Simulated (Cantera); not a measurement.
Mixture: 4.80 % CH4, 19.2 % O2, 71.9 % N2, 4.08 % H2O, at 750 Torr, adiabatic and at constant pressure. Ignition delay is the time to a rise of 400 K.

Model: GRI-Mech 3.0 (53 species, 325 reactions), integrated in Cantera.

### Question
Predict: delay at 1048 K; delay at 1248 K; delay at 1448 K; delay at 1648 K; delay at 1848 K; apparent activation energy between 1648 and 1848 K.

### Answer
| Property | Value |
|---|---|
| delay at 1048 K | 0.353 s |
| delay at 1248 K | 17.9 ms |
| delay at 1448 K | 1.65 ms |
| delay at 1648 K | 0.287 ms |
| delay at 1848 K | 80.7 µs |
| apparent activation energy between 1648 and 1848 K | 160 kJ/mol |
